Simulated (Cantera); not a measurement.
An adiabatic, constant-volume homogeneous reactor starts with 6.35 % CH4, 1.08 % H2, 17.0 % O2, 64.2 % N2, 11.4 % H2O, at 973 K and 10.0 bar.

Computed with Cantera and GRI-Mech 3.0 (53 species, 325 reactions). Below about 1000 K GRI-Mech 3.0 lacks low-temperature oxidation paths.

Problem. Predict: time of steepest temperature rise; temperature at 0.800 s; equilibrium temperature; x(H2) at 0.800 s; x(O2) at 0.800 s; x(H2O2) at 0.800 s; x(H2O) at 0.800 s; x(HO2) at 0.800 s; x(CO) at 0.800 s.

Solution. 
| Quantity | Result |
|---|---|
| time of steepest temperature rise | 34.5 ms |
| temperature at 0.800 s | 2544 K |
| equilibrium temperature | 2544 K |
| x(H2) at 0.800 s | 0.00196 (gas-phase equilibrium 0.00196) |
| x(O2) at 0.800 s | 0.0331 (gas-phase equilibrium 0.0331) |
| x(H2O2) at 0.800 s | 1.77e-6 (gas-phase equilibrium 1.77e-6) |
| x(H2O) at 0.800 s | 0.247 (gas-phase equilibrium 0.247) |
| x(HO2) at 0.800 s | 1.42e-5 (gas-phase equilibrium 1.42e-5) |
| x(CO) at 0.800 s | 0.00303 (gas-phase equilibrium 0.00303) |
